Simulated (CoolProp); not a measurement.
Saturated liquid density (kg/m³) of CH3F (R41): the reference equation beside estimates from Tc = 44.1 °C, pc = 59.06 bar, ω = 0.200. Rackett uses Z = 0.29056 − 0.08775 ω.

Computed with CoolProp (reference Helmholtz-energy equation of state, Lemmon 2006). It is a short technical equation, of lower accuracy than the large ones.

```tsv
T (°C)	reference	Rackett	van der Waals	Redlich-Kwong	Soave-Redlich-Kwong	Peng-Robinson
-83.35	891.5	759.2	470.2	692.4	707.3	798.4
-79.75	884.1	753.0	466.6	686.1	701.5	792.2
-76.15	…	…	462.9	679.6	695.6	785.8
-72.55	868.9	740.5	459.1	673.1	689.5	779.2
-68.95	861.2	734.0	…	666.3	683.3	…
-65.35	853.4	727.5	451.3	659.4	676.9	765.5
-61.75	845.4	720.9	447.3	652.4	670.3	758.3
-58.15	837.3	714.3	443.2	645.2	663.5	750.9
```

### Question
Fill in the missing entries.

### Answer

- -76.15, reference: 876.5
- -76.15, Rackett: 746.8
- -68.95, van der Waals: 455.2
- -68.95, Peng-Robinson: 772.4

Absolute difference from the reference over all 8 rows, mean and median: Rackett 14.8 and 14.8 %, van der Waals 47.2 and 47.2 %, Redlich-Kwong 22.6 and 22.6 %, Soave-Redlich-Kwong 20.7 and 20.7 %, Peng-Robinson 10.3 and 10.3 %.
